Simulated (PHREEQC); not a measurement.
Sulfide liquor (model solution)

A solution holds 0.00059 mol/kgw H2S and 0.00014 mol/kgw NaHCO3, at 48 °C. Closed to the air; pH follows from the charge balance.

All values are PHREEQC results (ion-association model, phreeqc.dat), not measurements.

The pH is 5.98 and the ionic strength is 0.000141 mol/kgw. The total alkalinity is 0.140 meq/kg.

| species | molality | activity | log γ |
|---|---|---|---|
| H2S | 0.000495 | 0.000495 | 0.000 |
| Na+ | 0.000140 | 0.000138 | -0.006 |
| HS- | 9.45e-5 | 9.32e-5 | -0.006 |
| CO2 | 9.35e-5 | 9.35e-5 | 0.000 |
| HCO3- | 4.65e-5 | 4.58e-5 | -0.006 |
| H+ | 1.07e-6 | 1.05e-6 | -0.006 |
| OH- | 4.67e-8 | 4.60e-8 | -0.006 |
| NaHCO3 | 3.15e-9 | 3.15e-9 | 0.000 |
| CO3-2 | 3.02e-9 | 2.86e-9 | -0.025 |

This is a speciation only: nothing precipitates in the calculation. Species that the database lacks are ignored. Away from 25 °C the constants follow the database's enthalpies or fits; those with neither stay at their 25 °C values.
